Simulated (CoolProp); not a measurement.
A single-stage vapour-compression cycle with ethane: evaporating at 224.15 K (dew point), condensing at 278.15 K (bubble point), superheat 10 K, subcooling 8 K, compressor efficiency 0.8, no pressure losses. Each further row changes one setting.

Computed with CoolProp (reference Helmholtz-energy equation of state, Bücker 2006).

```json
[
 {"case": "as stated", "cooling COP": "2.46", "pressure ratio": "4.70", "discharge temperature (K)": "326.9", "refrigerating effect (kJ/kg)": "309", "volumetric capacity (kJ/m³)": "3030"},
 {"case": "evaporating temperature 229.15 K", "cooling COP": "2.84", "pressure ratio": "3.95", "discharge temperature (K)": "322.3", "refrigerating effect (kJ/kg)": "314", "volumetric capacity (kJ/m³)": "3630"},
 {"case": "condensing temperature 273.15 K", "cooling COP": "2.83", "pressure ratio": "4.17", "discharge temperature (K)": "319.2", "refrigerating effect (kJ/kg)": "326", "volumetric capacity (kJ/m³)": "3190"},
 {"case": "subcooling 13 K", "cooling COP": "2.60", "pressure ratio": "4.70", "discharge temperature (K)": "326.9", "refrigerating effect (kJ/kg)": "326", "volumetric capacity (kJ/m³)": "3190"},
 {"case": "superheat 20 K", "cooling COP": "2.46", "pressure ratio": "4.70", "discharge temperature (K)": "337.8", "refrigerating effect (kJ/kg)": "326", "volumetric capacity (kJ/m³)": "3020"},
 {"case": "compressor efficiency 0.7", "cooling COP": "2.16", "pressure ratio": "4.70", "discharge temperature (K)": "334.8", "refrigerating effect (kJ/kg)": "309", "volumetric capacity (kJ/m³)": "3030"}
]
```
